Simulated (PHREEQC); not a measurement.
# Ultrapure water in contact with air or piping

Synthetic water in mmol/kgw, 25 °C, pH 5.5, pe 1.9: Na 0.000652; K 2.34e-05; Ca 0.000174; Mg 0.00161; Cl 0.00109; S(6) 0.00149; Alkalinity (meq/kgw) 0.000236; Zn 1.88e-06; Sr 4.49e-06; Fe(2) 3.02e-06; B 2.98e-05; Mn(2) 5.98e-06; Br 2.97e-06.

Valence states are taken as typed.

Model: ion-association model, wateq4f.dat, run in PHREEQC.

```yaml
ionic_strength: 1.08e-5 mol/kgw
charge_balance_error: -0.2 %
```

| species | molality | activity | log γ |
|---|---|---|---|
| CO2 | 2.41e-5 | 2.41e-5 | 0.000 |
| HCO3- | 3.41e-6 | 3.39e-6 | -0.002 |
| H+ | 3.17e-6 | 3.16e-6 | -0.002 |
| Mg+2 | 1.61e-6 | 1.59e-6 | -0.007 |
| SO4-2 | 1.49e-6 | 1.47e-6 | -0.007 |
| Cl- | 1.09e-6 | 1.09e-6 | -0.002 |
| Na+ | 6.52e-7 | 6.49e-7 | -0.002 |
| Ca+2 | 1.74e-7 | 1.71e-7 | -0.007 |

No solid was allowed to form.
